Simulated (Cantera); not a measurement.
A perfectly stirred reactor is fed with H2 : O2 : N2 = 0.74 : 1 : 4.4 (molar parts), at 398 Torr; it is held at 1275 K, and followed from long to short residence time.

Model: GRI-Mech 3.0 (53 species, 325 reactions), integrated in Cantera. The temperature is held fixed by assumption; the heat of reaction is taken as removed at once.

Problem. What does this change do: pressure from 398 Torr to 360 Torr?

Solution. 
```json
[
 {"quantity": "x(H2) at τ = 2.00 s", "before": "4.24e-5", "after": "4.46e-5"},
 {"quantity": "x(O2) at τ = 2.00 s", "before": "0.109", "after": "0.109"},
 {"quantity": "x(H2O2) at τ = 2.00 s", "before": "1.90e-7", "after": "1.93e-7"},
 {"quantity": "x(H) at τ = 2.00 s", "before": "1.17e-6", "after": "1.42e-6"},
 {"quantity": "x(NO) at τ = 2.00 s", "before": "8.29e-7", "after": "8.15e-7"},
 {"quantity": "x(H2) at τ = 37.0 ms", "before": "0.000581", "after": "0.000608"},
 {"quantity": "x(O2) at τ = 37.0 ms", "before": "0.109", "after": "0.109"},
 {"quantity": "x(H2O2) at τ = 37.0 ms", "before": "1.05e-6", "after": "1.04e-6"},
 {"quantity": "x(H) at τ = 37.0 ms", "before": "6.45e-5", "after": "7.86e-5"},
 {"quantity": "x(NO) at τ = 37.0 ms", "before": "3.66e-7", "after": "3.83e-7"}
]
```

Problem. What does this change do: temperature 1275 to 1200 K?

Solution. 
```tsv
quantity	before	after
x(H2) at τ = 2.00 s	4.24e-5	6.26e-5
x(O2) at τ = 2.00 s	0.109	0.109
x(H2O2) at τ = 2.00 s	1.90e-7	2.91e-7
x(H) at τ = 2.00 s	1.17e-6	1.01e-6
x(NO) at τ = 2.00 s	8.29e-7	3.55e-7
x(H2) at τ = 37.0 ms	0.000581	0.000848
x(O2) at τ = 37.0 ms	0.109	0.109
x(H2O2) at τ = 37.0 ms	1.05e-6	1.58e-6
x(H) at τ = 37.0 ms	6.45e-5	5.48e-5
x(NO) at τ = 37.0 ms	3.66e-7	1.78e-7
```
